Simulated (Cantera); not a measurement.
**Thermodynamics of silicon oxide and oxynitride deposition, feed Si2H6 + NO + N2**

Feed: 1 mol Si2H6, 9.7 mol NO, 170 mol N2, held at 0.0250 bar.

These are equilibrium values from Cantera (NASA tables, ideal gas, pure condensed phases), not measurements of a reactor. Candidate condensed phases: H2O, Si, SiO2, Si2N2O, Si3N4; 35 gas species. The feed counts by its element totals alone. The tables hold silica as quartz up to 1696 K and as liquid above; real silica turns to tridymite and cristobalite and melts near 1996 K. Kinetics and transport are ignored.

| T (°C) | log p N2 | log p H2O | log p O2 | log p NO | log p OH | log p H2 | log p O | log p H | n SiO2(α-quartz) | n SiO2(β-quartz) |
|---|---|---|---|---|---|---|---|---|---|---|
| 500 | -1.61 | -3.38 | -3.73 | -8.18 | -11.38 | <-13 | <-13 | <-13 | 2.00 | 0 |
| 575 | -1.61 | -3.38 | -3.73 | -7.64 | -10.41 | <-13 | <-13 | <-13 | 0 | 2.00 |
| 650 | -1.61 | -3.38 | -3.73 | -7.18 | -9.60 | -12.65 | -12.77 | <-13 | 0 | 2.00 |
| 725 | -1.61 | -3.38 | -3.73 | -6.79 | -8.91 | -11.60 | -11.69 | <-13 | 0 | 2.00 |
| 800 | -1.61 | -3.38 | -3.73 | -6.46 | -8.31 | -10.69 | -10.77 | -13.20 | 0 | 2.00 |
| 875 | -1.61 | -3.38 | -3.73 | -6.17 | -7.80 | -9.90 | -9.96 | -12.10 | 0 | 2.00 |
| 950 | -1.61 | -3.38 | -3.73 | -5.91 | -7.34 | -9.21 | -9.26 | -11.13 | 0 | 2.00 |
| 1025 | -1.61 | -3.38 | -3.73 | -5.69 | -6.94 | -8.59 | -8.63 | -10.27 | 0 | 2.00 |
| 1100 | -1.61 | -3.38 | -3.73 | -5.49 | -6.58 | -8.04 | -8.07 | -9.50 | 0 | 2.00 |
| 1175 | -1.61 | -3.38 | -3.73 | -5.31 | -6.26 | -7.55 | -7.58 | -8.81 | 0 | 2.00 |
| 1250 | -1.61 | -3.38 | -3.73 | -5.15 | -5.97 | -7.10 | -7.13 | -8.19 | 0 | 2.00 |
| 1325 | -1.61 | -3.38 | -3.74 | -5.00 | -5.71 | -6.70 | -6.72 | -7.62 | 0 | 2.00 |
log p: log10 of the partial pressure in bar; n: condensed amount in mol.

At 500 °C the condensed part is SiO2(α-quartz). From 575 °C to 1325 °C the condensed part is SiO2(β-quartz).
